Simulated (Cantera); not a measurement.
A closed system holds: 1 mol SiH4, 0.79 mol CH4, 310 mol H2, held at 1248 K and 0.100 bar.

These are equilibrium values from Cantera (NASA tables, ideal gas, pure condensed phases), not measurements of a reactor. Candidate condensed phases: C, C6H6, C7H8, C8H18, Si, SiC; 87 gas species. Mutual solubility and eutectic melting of coexisting phases are not modelled. Equilibrium is a limit: real reactors are often held back by kinetics, nucleation or transport.

Base state: H2 1.000 (mole fractions); condensed: Si(s) + SiC(s).

Q: What changes in the equilibrium state with this change: SiH4 replaced by SiH2Cl2?

A: 
```
species      before    after
-----------  ------  -------
H2            1.000    0.994
HCl               0  0.00615
SiCl2             0  9.56e-5
Si(s), mol    0.211    0.177
SiC(s), mol   0.789    0.789
```
